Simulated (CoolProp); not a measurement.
A single-stage vapour-compression cycle with R125: evaporating at 213.15 K (dew point), condensing at 244.15 K (bubble point), superheat 5 K, subcooling 5 K, compressor efficiency 0.8, no pressure losses. Each further row changes one setting.

The numbers come from the reference Helmholtz-energy equation of state, Lemmon 2005 in CoolProp.

| case | cooling COP | pressure ratio | discharge temperature (K) | refrigerating effect (kJ/kg) | volumetric capacity (kJ/m³) |
|---|---|---|---|---|---|
| as stated | 4.99 | 4.37 | 263.4 | 145 | 533 |
| evaporating temperature 218.15 K | … | 3.33 | 260.4 | 148 | … |
| condensing temperature 239.15 K | … | … | … | 150 | 554 |
| subcooling 10 K | 5.19 | 4.37 | 263.4 | 150 | 554 |
| superheat 15 K | … | 4.37 | 274.0 | … | 532 |
| compressor efficiency 0.7 | 4.37 | 4.37 | 268.8 | 145 | 533 |

Fill in the missing entries.


- evaporating temperature 218.15 K, cooling COP: 6.23
- evaporating temperature 218.15 K, volumetric capacity (kJ/m³): 702
- condensing temperature 239.15 K, cooling COP: 6.09
- condensing temperature 239.15 K, pressure ratio: 3.55
- condensing temperature 239.15 K, discharge temperature (K): 256.8
- superheat 15 K, cooling COP: 4.98
- superheat 15 K, refrigerating effect (kJ/kg): 151
